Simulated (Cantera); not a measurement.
What does this Cantera script print?

```python
import numpy as np
import cantera as ct

gas = ct.Solution("gri30.yaml")


def delay(T, t_max=10):
    gas.TPX = T, 100000, {'CH4': 1, 'O2': 3.03, 'N2': 11.4, 'CO2': 0.35}
    reactor = ct.IdealGasConstPressureReactor(gas, clone=False)
    net = ct.ReactorNet([reactor])
    net.rtol, net.atol = 1e-8, 1e-16
    while net.time < t_max:
        t_old, T_old = net.time, reactor.T
        net.step()
        if reactor.T > T + 400:  # ignition: a rise of 400 K
            return t_old + (T + 400 - T_old) / (reactor.T - T_old) * (net.time - t_old)
    return np.nan


taus = []
for T in [1100, 1200, 1300, 1400, 1500, 1600, 1700, 1800, 1900]:
    taus.append(delay(T))
    print(f"T0 = {T:6g} K   tau = {taus[-1]:.4e} s")
```

Output:

```
T0 =   1100 K   tau = 1.7285e-01 s
T0 =   1200 K   tau = 3.8176e-02 s
T0 =   1300 K   tau = 9.8446e-03 s
T0 =   1400 K   tau = 2.9570e-03 s
T0 =   1500 K   tau = 1.0457e-03 s
T0 =   1600 K   tau = 4.3609e-04 s
T0 =   1700 K   tau = 2.0903e-04 s
T0 =   1800 K   tau = 1.1140e-04 s
T0 =   1900 K   tau = 6.4394e-05 s
```

Computed with Cantera and GRI-Mech 3.0 (53 species, 325 reactions).
